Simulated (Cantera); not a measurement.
What does this Cantera script print?

```python
import numpy as np
import cantera as ct

gas = ct.Solution("h2o2.yaml")
gas.TPX = 1273, 1333, {'H2': 0.25, 'O2': 1}
reactor = ct.IdealGasConstPressureReactor(gas, energy="off", clone=False)
net = ct.ReactorNet([reactor])
net.rtol, net.atol = 1e-08, 1e-18
show = ['H2', 'O2', 'H2O2', 'H', 'HO2', 'OH', 'O']
times = np.geomspace(3e-06, 3, 10)

steps = ct.SolutionArray(gas, extra=["t"])
rows = []
print(f"{'t/s':>10s}{'T/K':>9s}{'P/Pa':>11s}" + "".join(f"{s:>11s}" for s in show))
for t in times:
    while net.time < t:
        t_next = net.step()
        steps.append(gas.state, t=t_next)
    rows.append([np.interp(t, steps.t, y) for y in (steps.T, steps.P, *steps(*show).X.T)])
    print(f"{t:10.3e}{rows[-1][0]:9.1f}{rows[-1][1]:11.4g}" + "".join(f"{x:11.3e}" for x in rows[-1][2:]))
rate = np.gradient(steps.T, steps.t)
print("integrator steps:", len(steps.t))
if steps.T.max() > steps.T[0] + 200:
    print(f"time of steepest temperature rise: {steps.t[rate.argmax()]:.4e} s")
gas.TPX = 1273, 1333, {'H2': 0.25, 'O2': 1}
gas.equilibrate("TP")
print(f"equilibrium (TP): T = {gas.T:.1f} K  " + "  ".join(f"{s} {gas[s].X[0]:.3e}" for s in show))
```

It prints:

```
       t/s      T/K       P/Pa         H2         O2       H2O2          H        HO2         OH          O
 3.000e-06   1273.0       1333  2.000e-01  8.000e-01  7.202e-14  1.562e-09  1.619e-09  5.928e-11  6.097e-11
 1.392e-05   1273.0       1333  2.000e-01  8.000e-01  1.549e-12  6.712e-09  7.514e-09  1.022e-09  1.149e-09
 6.463e-05   1273.0       1333  2.000e-01  8.000e-01  3.325e-11  3.805e-08  3.489e-08  1.427e-08  1.971e-08
 3.000e-04   1273.0       1333  2.000e-01  8.000e-01  7.140e-10  3.819e-06  1.698e-07  1.743e-06  2.601e-06
 1.392e-03   1273.0       1333  1.032e-02  6.813e-01  2.763e-07  6.425e-02  7.096e-06  1.279e-02  7.939e-02
 6.463e-03   1273.0       1333  7.464e-03  7.078e-01  3.050e-07  3.991e-02  7.602e-06  1.118e-02  5.907e-02
 3.000e-02   1273.0       1333  2.012e-03  7.612e-01  3.196e-07  4.748e-03  6.656e-06  5.974e-03  1.415e-02
 1.392e-01   1273.0       1333  1.045e-04  7.765e-01  1.030e-07  5.451e-05  1.422e-06  1.372e-03  7.220e-04
 6.463e-01   1273.0       1333  7.080e-06  7.776e-01  2.152e-08  9.777e-07  1.534e-07  3.601e-04  4.944e-05
 3.000e+00   1273.0       1333  8.755e-07  7.777e-01  4.706e-09  4.312e-08  3.489e-08  1.273e-04  6.172e-06
integrator steps: 1794
equilibrium (TP): T = 1273.0 K  H2 1.169e-07  O2 7.778e-01  H2O2 1.005e-09  H 2.126e-09  HO2 3.899e-08  OH 4.656e-05  O 8.269e-07
```

Cantera simulation using the H2/O2 subset of GRI-Mech 3.0, which has no nitrogen chemistry; the numbers are that mechanism's predictions, not measurements. Radical loss at walls, strong at low pressure, is not modelled. The temperature is held fixed by assumption; the heat of reaction is taken as removed at once.
